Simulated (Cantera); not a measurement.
Input: 1 mol SiCl₄, 0.28 mol O₂, 16 mol H₂, held at 1350 K and 0.368 Torr.

Equilibrium computed with Cantera from the NASA thermochemical tables; the gas is ideal and each condensed phase is pure. Candidate condensed phases: H₂O, Si, SiO₂; 30 gas species. The tables' values for SiCl₃ are old estimates; treat these amounts as uncertain. The tables hold silica as quartz up to 1696 K and as liquid above; real silica turns to tridymite and cristobalite and melts near 1996 K. Kinetics and transport are ignored.

Base state: H₂ 0.785, HCl 0.163, SiO 0.0258, SiCl₂ 0.0252, SiCl₃ 0.000752, SiCl₄ 0.000112, H 9.54e-5, SiHCl₃ 3.08e-5 (mole fractions); condensed: SiO₂(β-quartz).

Task: What changes in the equilibrium state with this change: pressure from 0.368 Torr to 1.00 Torr?

Result: 
```json
[
 {"species": "H₂", "before": "0.785", "after": "0.804"},
 {"species": "HCl", "before": "0.163", "after": "0.150"},
 {"species": "SiCl₂", "before": "0.0252", "after": "0.0319"},
 {"species": "SiO", "before": "0.0258", "after": "0.0118"},
 {"species": "SiHCl₃", "before": "3.08e-5", "after": "9.75e-5"},
 {"species": "SiCl₄", "before": "0.000112", "after": "0.000318"},
 {"species": "SiCl₃", "before": "0.000752", "after": "0.00143"},
 {"species": "Cl", "before": "1.65e-5", "after": "9.11e-6"},
 {"species": "H", "before": "9.54e-5", "after": "5.85e-5"},
 {"species": "SiO₂(β-quartz), mol", "before": "0.0415", "after": "0.173"}
]
```

Task: What changes in the equilibrium state with this change: O₂ from 0.28 to 2.4 mol?

Result: 
| species | before | after |
|---|---|---|
| H₂ | 0.785 | 0.622 |
| HCl | 0.163 | 0.222 |
| H₂O | 8.44e-7 | 0.156 |
| SiCl₂ | 0.0252 | <1e-9 |
| SiO | 0.0258 | 1.11e-7 |
| SiCl₃ | 0.000752 | <1e-9 |
| SiCl₄ | 0.000112 | <1e-9 |
| SiHCl₃ | 3.08e-5 | <1e-9 |
| SiO₂(β-quartz), mol | 0.0415 | 1.000 |
